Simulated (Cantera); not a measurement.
Input: 1 mol Si, 0.44 mol CO₂, 3.9 mol H₂, equilibrated at 1573.15 K and 0.0315 Torr.

These are equilibrium values from Cantera (NASA tables, ideal gas, pure condensed phases), not measurements of a reactor. Candidate condensed phases: C, C₆H₆, C₇H₈, C₈H₁₈, H₂O, Si, SiC, SiO₂; 123 gas species. Equilibrium is a limit: real reactors are often held back by kinetics, nucleation or transport.

Base state: H₂ 0.810, SiO 0.150, CO 0.0336, H 0.00566, Si 0.000518 (mole fractions); condensed: SiC(s).

### Question
What changes in the equilibrium state with this change: Si replaced by SiC?

### Answer
| species | before | after |
|---|---|---|
| H₂ | 0.810 | 0.811 |
| CO | 0.0336 | 0.138 |
| SiO | 0.150 | 0.0458 |
| Si | 0.000518 | 0.000142 |
| H | 0.00566 | 0.00566 |
| SiC(s), mol | 0.279 | 0.780 |

### Question
What changes in the equilibrium state with this change: CO₂ from 0.44 to 0.83 mol?

### Answer
```tsv
species	before	after
H₂	0.810	0.697
SiO	0.150	0.164
CO	0.0336	0.134
Si	0.000518	0.000272
H	0.00566	0.00525
SiC(s), mol	0.279	0.0842
```

### Question
What changes in the equilibrium state with this change: CO₂ from 0.44 to 0.023 mol?

### Answer
| species | before | after |
|---|---|---|
| H₂ | 0.810 | 0.981 |
| SiO | 0.150 | 0.0112 |
| H | 0.00566 | 0.00622 |
| CO | 0.0336 | 0.000391 |
| SiH | 7.27e-6 | 2.03e-5 |
| Si | 0.000518 | 0.00131 |
| SiC(s), mol | 0.279 | 0.0214 |
| Si(s), mol | 0 | 0.929 |
Mutual solubility and eutectic melting of coexisting phases are not modelled.
